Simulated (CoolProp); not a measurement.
100 sccm (0 °C, 1 atm) of nitrogen bubbles through liquid R365MFC at 284.1 K and leaves saturated at a total pressure of 0.15 MPa (ideal gas phase). Each further row changes one setting.

Values from CoolProp's reference Helmholtz-energy equation of state, Lemmon 2016.

| case | vapour pressure (kPa) | mole fraction of vapour | delivery (mg/min) | delivery (sccm) | change of delivery for a bath 1 K warmer (%) |
|---|---|---|---|---|---|
| as stated | 31.1 | 0.207 | 173 | 26.1 | 5.9 |
| bath temperature 289.1 K | 38.8 | 0.259 | 231 | 34.9 | 6.1 |
| total pressure 0.3 MPa | 31.1 | 0.104 | 76.4 | 11.6 | 5.2 |
